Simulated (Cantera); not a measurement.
Input: 1 mol Ta2O5, 6.1 mol C, 5.7 mol H2, equilibrated at 1100 °C and 0.600 bar.

Cantera equilibrium calculation (NASA polynomials, part measured and part estimated; ideal gas, pure solids and liquids). Candidate condensed phases: C, C6H6, C7H8, C8H18, H2O, Ta, TaC, Ta2O5; 113 gas species. Mutual solubility and eutectic melting of coexisting phases are not modelled. TaC: taken at fixed stoichiometry. Condensed phases not in the tables: Ta2C. Rates play no part.

Base state: H2 0.565, CO 0.432, H2O 0.00167, CO2 0.000618, CH4 0.000397 (mole fractions); condensed: TaC(s) + Ta2O5(s).

Problem. What changes in the equilibrium state with this change: temperature from 1100 °C to 577 °C?

Solution. 
| species | before | after |
|---|---|---|
| H2 | 0.565 | 0.775 |
| CH4 | 0.000397 | 0.225 |
| H2O | 0.00167 | 1.54e-5 |
| CO | 0.432 | 4.69e-6 |
| CO2 | 0.000618 | <1e-9 |
| TaC(s), mol | 1.75 | 0 |
| Ta2O5(s), mol | 0.126 | 1.000 |
| C(graphite), mol | 0 | 5.05 |
